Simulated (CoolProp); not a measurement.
Properties of n-dodecane along the isotherm 309.45 °C.

Values from CoolProp's reference Helmholtz-energy equation of state, Lemmon 2004. It is a short technical equation, of lower accuracy than the large ones.

```csv
p (MPa),phase,Joule-Thomson coefficient (K/MPa),viscosity (µPa s),Prandtl number,fugacity coefficient
0.454,gas,17.86,8.96,0.712,0.8446
0.909,liquid,0.4368,92.7,4.04,0.5472
1.36,liquid,0.3730,95.4,4.09,0.3777
1.82,liquid,0.3190,___,4.15,0.2915
2.27,liquid,0.2742,100,4.20,0.2412
2.73,liquid,0.2349,103,4.24,___
3.18,liquid,0.2013,105,4.29,0.1834
3.64,liquid,0.1711,107,4.33,0.1654
4.09,liquid,0.1447,109,4.38,___
4.54,liquid,0.1211,112,4.42,___
```

**Question.** Fill in the missing entries.

**Answer.** 
- 1.82, viscosity (µPa s): 98.0
- 2.73, fugacity coefficient: 0.2071
- 4.09, fugacity coefficient: 0.1518
- 4.54, fugacity coefficient: 0.1410

Viscosity comes from a separate model (Huber 2004). Thermal conductivity comes from a separate model (Huber 2004).
